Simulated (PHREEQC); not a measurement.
Make-up at 20 °C: 1.5 mol KCl, 0.24 mol H3BO3 and 4.7 mol KBr per kg of water. Closed to the air; pH follows from the charge balance.

The numbers come from PHREEQC with the Pitzer model, pitzer.dat.

```
Item                       Result
-------------------  ------------
pH                           4.64
ionic strength       6.20 mol/kgw
activity of water           0.795
density               1.361 g/cm³
osmotic coefficient         1.009
```

```tsv
species	molality	activity	log γ
K+	6.20	3.76	-0.217
Br-	4.70	2.93	-0.206
Cl-	1.50	0.913	-0.215
B(OH)3	0.240	0.0556	-0.635
H+	7.68e-6	2.28e-5	0.472
B3O3(OH)4-	4.90e-6	3.54e-7	-1.142
B(OH)4-	2.77e-6	1.12e-6	-0.394
```

This is a speciation only: nothing precipitates in the calculation. In brines, pH and single-ion activities rest on the MacInnes convention.
